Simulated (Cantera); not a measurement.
A closed system holds: 1 mol c-C4F8, 0.34 mol HCl, held at 3148.15 K and 1.33 mbar.

These are equilibrium values from Cantera (NASA tables, ideal gas, pure condensed phases), not measurements of a reactor. Candidate condensed phases: C, C6H6, C7H8, C8H18; 118 gas species. The feed counts by its element totals alone. The numbers say what is thermodynamically allowed, not how fast it happens.

Base state: F 0.721, C3 0.0811, C 0.0620, CF 0.0475, Cl 0.0337, HF 0.0225, C2 0.0199, H 0.0111 (mole fractions); condensed: gas only.

### Question
What changes in the equilibrium state with this change: temperature from 3148.15 K to 2575 K?

### Answer
| species | before | after |
|---|---|---|
| F | 0.721 | 0.818 |
| CF2 | 0.000888 | 0.0609 |
| Cl | 0.0337 | 0.0432 |
| C3 | 0.0811 | 0.00116 |
| C | 0.0620 | 0.000340 |
| C2 | 0.0199 | 0.000108 |
| H | 0.0111 | 0.000120 |
| HF | 0.0225 | 0.0431 |
| CF | 0.0475 | 0.0334 |
| CF4 | <1e-9 | 2.59e-5 |
| CF3 | 6.42e-8 | 0.000111 |
| C2H | 3.97e-5 | 1.47e-7 |
| C4 | 0.000175 | 9.62e-7 |
| C(graphite), mol | 0 | 3.22 |
